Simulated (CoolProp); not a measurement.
n-undecane along the isotherm 620 K: fugacity coefficient from the reference equation and from simpler models built on Tc = 638.8 K, pc = 1990 kPa, ω = 0.539; each cubic takes its own stable root.

Model: reference Helmholtz-energy equation of state, Aleksandrov 2011, in CoolProp. It is a short technical equation, of lower accuracy than the large ones.

```
p (kPa)   phase  reference  van der Waals  Redlich-Kwong  Soave-Redlich-Kwong  Peng-Robinson
-------  ------  ---------  -------------  -------------  -------------------  -------------
498         gas     0.8937         0.9206         0.9085               0.9058         0.8970
995         gas     0.7908         0.8413         0.8190               0.8136         0.7982
1490        gas     0.6872         0.7599         0.7290               0.7200         0.7001
1990     liquid     0.5399         0.6496         0.6043                  [?]            [?]
2490     liquid     0.4475         0.5524         0.5075               0.4845         0.4652
2990     liquid     0.3861         0.4876         0.4427               0.4219         0.4032
3480     liquid     0.3433         0.4426         0.3973               0.3781            [?]
3980     liquid     0.3106         0.4085         0.3627               0.3448         0.3265
4480     liquid     0.2854         0.3827         0.3360               0.3191            [?]
4980     liquid     0.2654         0.3626         0.3148               0.2988         0.2806
```

Q: Fill in the missing entries.

A: 
- 1990, Soave-Redlich-Kwong: 0.5785
- 1990, Peng-Robinson: 0.5582
- 3480, Peng-Robinson: 0.3597
- 4480, Peng-Robinson: 0.3009
